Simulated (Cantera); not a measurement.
Feed: 1 mol Cu2O, 0.46 mol CH4, 0.7 mol CO, held at 750 Pa.

Equilibrium computed with Cantera from the NASA thermochemical tables; the gas is ideal and each condensed phase is pure. Candidate condensed phases: C, C6H6, C7H8, C8H18, Cu, CuO, Cu(OH)2, Cu2O, H2O; 113 gas species. The numbers say what is thermodynamically allowed, not how fast it happens.

Problem. Which condensed phases are stable at each of these points (T (K)): 1223, 1273, 1323, 1373, 1423, 1473, 1523, 1573, 1623, 1673, 1723, 1773, 1823?

Solution. 
```
T (K)  condensed phases  Cu condensed (%)
-----  ----------------  ----------------
1223              Cu(s)             100.0
1273              Cu(s)             100.0
1323              Cu(s)             100.0
1373              Cu(l)             100.0
1423              Cu(l)             100.0
1473              Cu(l)              99.9
1523              Cu(l)              99.8
1573              Cu(l)              99.6
1623              Cu(l)              99.2
1673              Cu(l)              98.4
1723              Cu(l)              96.9
1773              Cu(l)              94.2
1823              Cu(l)              89.2
```

From 1223 K to 1323 K the condensed part is Cu(s). From 1373 K to 1823 K the condensed part is Cu(l).
